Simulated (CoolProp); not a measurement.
Vapour-liquid equilibrium of isobutene (1) + acetone (2) at 364.2 K; x and y are mole fractions of (1).

Values from CoolProp's multi-fluid Helmholtz-energy mixture model, Lemmon 2005 and Lemmon 2006; pair parameters Bell 2016.

**Question.** Give the bubble pressure and the first vapour's composition at x = 0.425, 0.575, 0.875. Is there an azeotrope?

**Answer.** x = 0.425: 1028 kPa, y = 0.772; x = 0.575: 1175 kPa, y = 0.825; x = 0.875: 1431 kPa, y = 0.933. No azeotrope shows between x = 0.05 and 0.95.

The pair parameters rest on a limited set of measurements; away from them the model extrapolates.
